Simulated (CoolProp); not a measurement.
Vapour-liquid equilibrium of R125 (1) + dimethyl ether (2) at 142 kPa; x and y are mole fractions of (1).

Model: multi-fluid Helmholtz-energy mixture model, Lemmon 2005 and Wu 2011; pair parameters Bell 2016, in CoolProp.

Give the bubble temperature and the first vapour's composition at x = 0.275, 0.425, 0.5. Is there an azeotrope?

x = 0.275: 252.0 K, y = 0.408; x = 0.425: 248.5 K, y = 0.616; x = 0.5: 246.5 K, y = 0.708. No azeotrope shows between x = 0.05 and 0.95.

Pair parameters are fitted to limited data, so mixtures are less certain than the pure fluids.
